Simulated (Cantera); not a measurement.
## Adiabatic ignition

An adiabatic, constant-pressure homogeneous reactor starts with CO : H2 : O2 : N2 = 1 : 0.47 : 0.565 : 2.13 (molar parts), equivalence ratio 1.3, at 1175 K and 12800 Torr.

Detailed kinetics in Cantera: GRI-Mech 3.0 (53 species, 325 reactions). The hydrogen kinetics of GRI-Mech 3.0 are dated; newer H2 mechanisms differ, most at raised pressure. The pressure lies above the range GRI-Mech 3.0 was tuned for (to about 10 atm).

```csv
t (s),T (K),x CO,x H2,x O2,x N2O,x H2O2,x NO
2.00e-6,1175,0.240,0.113,0.136,<1e-12,1.35e-9,<1e-12
9.25e-6,1175,0.240,0.113,0.136,2.70e-12,5.08e-8,<1e-12
4.28e-5,1184,0.240,0.112,0.135,5.26e-10,5.48e-5,3.09e-12
0.000198,2914,0.108,0.0102,0.00790,1.29e-6,6.19e-7,0.00461
0.000917,2907,0.109,0.0103,0.00733,1.35e-6,5.90e-7,0.00681
0.00424,2907,0.109,0.0103,0.00733,1.35e-6,5.90e-7,0.00681
0.0196,2907,0.109,0.0103,0.00733,1.35e-6,5.90e-7,0.00681
0.0908,2907,0.109,0.0103,0.00733,1.35e-6,5.90e-7,0.00681
0.420,2907,0.109,0.0103,0.00733,1.35e-6,5.90e-7,0.00681
1.95,2907,0.109,0.0103,0.00733,1.35e-6,5.90e-7,0.00681
9.00,2907,0.109,0.0103,0.00733,1.35e-6,5.90e-7,0.00681
```
x: mole fraction; the columns are a selection and need not sum to one.

| Property | Result |
|---|---|
| time of steepest temperature rise | 69.6 µs |
| temperature at 9.00 s | 2907 K |
| equilibrium temperature | 2907 K |
| x(CO) at 9.00 s | 0.109 (gas-phase equilibrium 0.109) |
| x(H2) at 9.00 s | 0.0103 (gas-phase equilibrium 0.0103) |
| x(O2) at 9.00 s | 0.00733 (gas-phase equilibrium 0.00733) |
